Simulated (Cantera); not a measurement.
**Stirred combustor or abatement burner**

A perfectly stirred reactor is fed with 1.65 % C₃H₈, 20.7 % O₂, 77.7 % N₂, equivalence ratio 0.40, at 1.40 bar; it is adiabatic with a 300 K inlet, and is followed from long to short residence time, starting on the burning branch (τ in s: 0.086, 0.041, 0.02, 0.0094, 0.0045, 0.0022, 0.001, 0.00049, 0.00024, 0.00011, 5.4e-05).

Detailed kinetics in Cantera: GRI-Mech 3.0 (53 species, 325 reactions). GRI-Mech 3.0 was tuned for natural gas; its chemistry of propane as a main component is partial and can be far from experiment.

```json
[
 {"τ (s)": "0.086", "T (K)": "1293", "x C₃H₈": "1.08e-5", "x O₂": "0.123", "x NO": "3.03e-7", "x CO₂": "0.0475", "x O": "2.86e-5"},
 {"τ (s)": "0.041", "T (K)": "1283", "x C₃H₈": "1.90e-5", "x O₂": "0.123", "x NO": "1.84e-7", "x CO₂": "0.0465", "x O": "4.22e-5"},
 {"τ (s)": "0.020", "T (K)": "1264", "x C₃H₈": "3.72e-5", "x O₂": "0.124", "x NO": "8.72e-8", "x CO₂": "0.0443", "x O": "5.38e-5"},
 {"τ (s)": "0.0094", "T (K)": "300", "x C₃H₈": "0.0165", "x O₂": "0.207", "x NO": "<1e-12", "x CO₂": "<1e-12", "x O": "<1e-12"},
 {"τ (s)": "0.0045", "T (K)": "300", "x C₃H₈": "0.0165", "x O₂": "0.207", "x NO": "<1e-12", "x CO₂": "<1e-12", "x O": "<1e-12"},
 {"τ (s)": "0.0022", "T (K)": "300", "x C₃H₈": "0.0165", "x O₂": "0.207", "x NO": "<1e-12", "x CO₂": "<1e-12", "x O": "<1e-12"},
 {"τ (s)": "0.0010", "T (K)": "300", "x C₃H₈": "0.0165", "x O₂": "0.207", "x NO": "<1e-12", "x CO₂": "<1e-12", "x O": "<1e-12"},
 {"τ (s)": "0.00049", "T (K)": "300", "x C₃H₈": "0.0165", "x O₂": "0.207", "x NO": "<1e-12", "x CO₂": "<1e-12", "x O": "<1e-12"},
 {"τ (s)": "0.00024", "T (K)": "300", "x C₃H₈": "0.0165", "x O₂": "0.207", "x NO": "<1e-12", "x CO₂": "<1e-12", "x O": "<1e-12"},
 {"τ (s)": "0.00011", "T (K)": "300", "x C₃H₈": "0.0165", "x O₂": "0.207", "x NO": "<1e-12", "x CO₂": "<1e-12", "x O": "<1e-12"},
 {"τ (s)": "5.4e-5", "T (K)": "300", "x C₃H₈": "0.0165", "x O₂": "0.207", "x NO": "<1e-12", "x CO₂": "<1e-12", "x O": "<1e-12"}
]
```
x: mole fraction; the columns are a selection and need not sum to one.
